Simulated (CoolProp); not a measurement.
The numbers come from the reference Helmholtz-energy equation of state, Span 2000 in CoolProp.

Question: For nitrogen, give the phase and the cv (kJ/(kg K)), speed of sound (m/s), viscosity (µPa s), conductivity (mW/(m K)) at -95.45 °C and 101 kPa; -60.65 °C and 101 kPa.

Answer: 
- -95.45 °C and 101 kPa: gas; cv 0.743, speed of sound 271, viscosity 11.7, conductivity 16.4
- -60.65 °C and 101 kPa: gas; cv 0.743, speed of sound 297, viscosity 13.6, conductivity 19.3

Viscosity comes from a separate model (Lemmon 2004). Thermal conductivity comes from a separate model (Lemmon 2004).
